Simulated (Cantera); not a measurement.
An isothermal, constant-pressure homogeneous reactor starts with C2H6 : N2 = 1 : 130 (molar parts), at 1825 K and 9500 Pa. Integrator tolerance rtol = 1e-08.

Model: GRI-Mech 3.0 (53 species, 325 reactions), integrated in Cantera. GRI-Mech 3.0 stops at C3 and has no aromatics, soot or wall deposition, so with more carbon than oxygen in the feed, carbon stays in small species such as C2H2 where larger ones or solid carbon would form.

What does this change do: 0.81 parts H2O added?


```
quantity                                             before                                      after
----------------  -----------------------------------------  -----------------------------------------
x(C2H6) at 200 s      <1e-12 (gas-phase equilibrium <1e-12)      <1e-12 (gas-phase equilibrium <1e-12)
x(C2H) at 200 s     8.50e-7 (gas-phase equilibrium 5.91e-8)    3.76e-7 (gas-phase equilibrium 1.73e-8)
x(HCN) at 200 s     0.000155 (gas-phase equilibrium 0.0140)   0.000545 (gas-phase equilibrium 0.00846)
x(H2) at 200 s        0.0149 (gas-phase equilibrium 0.0149)      0.0238 (gas-phase equilibrium 0.0238)
x(H) at 200 s     0.000176 (gas-phase equilibrium 0.000176)  0.000222 (gas-phase equilibrium 0.000222)
```

What does this change do: N2 130 to 170 parts?


```json
[
 {"quantity": "x(C2H6) at 200 s", "before": "<1e-12 (gas-phase equilibrium <1e-12)", "after": "<1e-12 (gas-phase equilibrium <1e-12)"},
 {"quantity": "x(C2H) at 200 s", "before": "8.50e-7 (gas-phase equilibrium 5.91e-8)", "after": "7.43e-7 (gas-phase equilibrium 4.08e-8)"},
 {"quantity": "x(HCN) at 200 s", "before": "0.000155 (gas-phase equilibrium 0.0140)", "after": "0.000156 (gas-phase equilibrium 0.0109)"},
 {"quantity": "x(H2) at 200 s", "before": "0.0149 (gas-phase equilibrium 0.0149)", "after": "0.0115 (gas-phase equilibrium 0.0115)"},
 {"quantity": "x(H) at 200 s", "before": "0.000176 (gas-phase equilibrium 0.000176)", "after": "0.000154 (gas-phase equilibrium 0.000154)"}
]
```
